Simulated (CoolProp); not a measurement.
Saturation properties of n-heptane (Tc = 541.2 K, pc = 27.74 bar, ω = 0.349).

The numbers come from the reference Helmholtz-energy equation of state, Span 2003 in CoolProp. It is a short technical equation, of lower accuracy than the large ones.

```
T (K)  p (bar)  vapour density (kg/m³)  enthalpy of vaporisation (kJ/kg)  surface tension (mN/m)  liquid viscosity (µPa s)
-----  -------  ----------------------  --------------------------------  ----------------------  ------------------------
310.5   0.1095                  0.4296                             357.4                    18.5                       342
326.2   0.2137                  0.8036                             347.5                    17.0                       294
342     0.3888                   1.408                             337.2                    15.5                       254
357.8   0.6645                   2.330                             326.6                    14.0                       222
373.5    1.073                   3.665                             315.5                    12.5                       195
389.3    1.661                   5.557                             303.6                    11.1                       171
405.1    2.471                   8.154                             290.9                    9.65                       152
420.8    3.547                   11.63                             277.2                    8.28                       134
436.6    4.956                   16.27                             262.2                    6.94                       119
452.3    6.738                   22.39                             245.6                    5.65                       105
468.1    8.981                   30.57                             226.8                    4.41                      92.5
483.9    11.75                   41.68                             204.9                    3.23                      80.7
499.6    15.10                   57.26                             178.6                    2.14                      69.5
```

It boils at 371.5 K under 1 atm.

Viscosity comes from a separate model (Michailidou 2014). Surface tension comes from a separate correlation (Mulero 2012).
